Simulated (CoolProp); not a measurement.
C3F8 (R218) at 170.78 K and 0.959 MPa flows at 16 m/s in a round tube of 20 mm bore and 15 µm roughness, fully developed (64/Re and Nu = 3.66 if laminar; Colebrook and Gnielinski if turbulent). Each further row changes one setting.

Values from CoolProp's reference Helmholtz-energy equation of state, Lemmon 2006. It is a short technical equation, of lower accuracy than the large ones.

```csv
case,Reynolds number,Darcy friction factor,pressure drop (Pa/m),heat-transfer coefficient (W/(m² K)),mass flow (kg/h)
as stated,332000,0.0194,230000,12500,33500
velocity 32 m/s,664000,0.0189,895000,24600,67000
diameter 40 mm,664000,0.0166,98200,11300,134000
```

Viscosity comes from a separate model (Huber 2003), an estimate that may be off by 10 % or more. Thermal conductivity comes from a separate model (Huber 2003), an estimate that may be off by 10 % or more.
